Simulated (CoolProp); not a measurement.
Vapour-liquid equilibrium of CHF3 (R23) (1) + R125 (2) at 0.621 MPa; x and y are mole fractions of (1).

Computed with CoolProp (multi-fluid Helmholtz-energy mixture model, Penoncello 2003 and Lemmon 2005; pair parameters Bell 2016).

```json
[
 {"x": "0.05", "bubble temperature, mixture model (K)": "267.4", "bubble temperature, Raoult's law (K)": "266.7", "y, mixture model": "0.132", "y, Raoult's law": "0.168"},
 {"x": "0.125", "bubble temperature, mixture model (K)": "262.7", "bubble temperature, Raoult's law (K)": "261.4", "y, mixture model": "0.302", "y, Raoult's law": "0.360"},
 {"x": "0.2", "bubble temperature, mixture model (K)": "258.3", "bubble temperature, Raoult's law (K)": "256.8", "y, mixture model": "0.442", "y, Raoult's law": "0.503"},
 {"x": "0.275", "bubble temperature, mixture model (K)": "254.2", "bubble temperature, Raoult's law (K)": "252.8", "y, mixture model": "…", "y, Raoult's law": "0.611"},
 {"x": "0.35", "bubble temperature, mixture model (K)": "250.6", "bubble temperature, Raoult's law (K)": "249.3", "y, mixture model": "0.647", "y, Raoult's law": "0.695"},
 {"x": "0.425", "bubble temperature, mixture model (K)": "247.2", "bubble temperature, Raoult's law (K)": "246.1", "y, mixture model": "0.721", "y, Raoult's law": "0.762"},
 {"x": "0.5", "bubble temperature, mixture model (K)": "244.2", "bubble temperature, Raoult's law (K)": "243.3", "y, mixture model": "0.782", "y, Raoult's law": "0.815"},
 {"x": "0.575", "bubble temperature, mixture model (K)": "241.5", "bubble temperature, Raoult's law (K)": "240.7", "y, mixture model": "…", "y, Raoult's law": "0.859"},
 {"x": "0.65", "bubble temperature, mixture model (K)": "239.0", "bubble temperature, Raoult's law (K)": "238.4", "y, mixture model": "0.873", "y, Raoult's law": "0.895"},
 {"x": "0.725", "bubble temperature, mixture model (K)": "236.7", "bubble temperature, Raoult's law (K)": "236.3", "y, mixture model": "0.908", "y, Raoult's law": "0.925"},
 {"x": "0.8", "bubble temperature, mixture model (K)": "…", "bubble temperature, Raoult's law (K)": "234.3", "y, mixture model": "…", "y, Raoult's law": "0.950"},
 {"x": "0.875", "bubble temperature, mixture model (K)": "232.7", "bubble temperature, Raoult's law (K)": "232.5", "y, mixture model": "0.963", "y, Raoult's law": "0.971"},
 {"x": "0.95", "bubble temperature, mixture model (K)": "230.9", "bubble temperature, Raoult's law (K)": "230.8", "y, mixture model": "0.986", "y, Raoult's law": "0.989"}
]
```

Complete the blanks.


- 0.275, y, mixture model: 0.555
- 0.575, y, mixture model: 0.832
- 0.8, bubble temperature, mixture model (K): 234.6
- 0.8, y, mixture model: 0.937

The largest gap from Raoult's law is +1.5 K in bubble temperature, at x = 0.2. No azeotrope shows between x = 0.05 and 0.95.

The pair parameters rest on a limited set of measurements; away from them the model extrapolates.
